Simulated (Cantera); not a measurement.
An isothermal plug-flow reactor at 850 K and 1.10 bar (inlet), inlet velocity 2.3 m/s, active area per volume 1100 1/m; feed CH4 : O2 : N2 = 0.0027 : 0.011 : 0.79 (molar parts).

Detailed kinetics in Cantera: Deutschmann's 1995 Pt surface mechanism with GRI-Mech 3.0 gas chemistry. Catalytic surfaces can have several steady states; this one follows from the mechanism file's or the stated starting coverage. Mass transfer to the wall is taken as infinitely fast.

x: gas mole fraction; θ: surface coverage.

```
z (m)      x CH4    x O2     x H2O  x CO2     x CO  θ free Pt   θ O*
-------  -------  ------  --------  -----  -------  ---------  -----
9.8e-05  0.00336  0.0137   7.10e-6    [?]  1.87e-7      0.126  0.874
0.00021  0.00335  0.0137   1.52e-5    [?]  3.51e-7      0.126  0.874
0.00046  0.00334  0.0137   3.33e-5    [?]  5.89e-7      0.126  0.874
0.00098  0.00332  0.0136   7.08e-5    [?]  7.89e-7      0.126  0.874
0.0021   0.00328  0.0135  0.000151    [?]  8.53e-7      0.126  0.874
0.0046   0.00320  0.0134  0.000328    [?]  8.36e-7      0.126  0.873
0.0098   0.00302  0.0130  0.000683    [?]  7.92e-7      0.127  0.872
```

Problem. What belongs in the gaps?

Solution. 
- 9.8e-05, x CO2: 3.37e-6
- 0.00021, x CO2: 7.26e-6
- 0.00046, x CO2: 1.61e-5
- 0.00098, x CO2: 3.46e-5
- 0.0021, x CO2: 7.47e-5
- 0.0046, x CO2: 0.000163
- 0.0098, x CO2: 0.000341
